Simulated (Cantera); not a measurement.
Charge: 1 mol n-butane, 0.03 mol NH₃, 0.028 mol CO₂, equilibrated at 250000 Pa.

Method: chemical equilibrium by Gibbs-energy minimisation in Cantera with the NASA 1993 tables (ideal gas, pure condensed phases). Candidate condensed phases: C, C₆H₆, C₇H₈, C₈H₁₈, H₂O; 169 gas species. Ions and electrons are included (thermal ionisation). Kinetics and transport are ignored. All values below are at 2000 K.

Base state: H₂ 0.983, CO 0.0109, N₂ 0.00254, CH₄ 0.00103, H 0.00102, C₂H₂ (acetylene) 0.000755, HCN 0.000737, HNC 4.19e-5 (mole fractions); condensed: C(graphite).

Q: What changes in the equilibrium state with this change: pressure from 250000 Pa to 150 Pa?

A: 
```tsv
species	before	after
H₂	0.983	0.944
H	0.00102	0.0408
CO	0.0109	0.0107
CH₄	0.00103	5.68e-7
C₂H₄	1.25e-5	6.92e-9
CH₃	2.10e-5	4.86e-7
C₂H₂ (acetylene)	0.000755	0.000726
C(graphite), mol	3.95	3.96
```
